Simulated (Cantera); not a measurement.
Feed: 1 mol Si, 3.9 mol HBr, 19 mol N2, at 90.0 Torr.

Cantera equilibrium calculation (NASA polynomials, part measured and part estimated; ideal gas, pure solids and liquids). Candidate condensed phases: Br2, Si, Si3N4; 28 gas species. N2 is the only nitrogen source here; it is nearly inert below about 1500 K, so the nitride shown seldom forms there in practice. Kinetics and transport are ignored.

Task: What share of the Si ends up in condensed phases as a function of T (°C), at 1027, 1077, 1127, 1177, 1227, 1277, 1327, 1377, 1427?

Result: 
| T (°C) | Si condensed (%) | as |
|---|---|---|
| 1027 | 77.5 | Si3N4(s) |
| 1077 | 76.6 | Si3N4(s) |
| 1127 | 74.4 | Si3N4(s) |
| 1177 | 70.3 | Si3N4(s) |
| 1227 | 63.6 | Si3N4(s) |
| 1277 | 54.3 | Si3N4(s) |
| 1327 | 43.1 | Si3N4(s) |
| 1377 | 31.1 | Si3N4(s) |
| 1427 | 19.1 | Si3N4(s) |
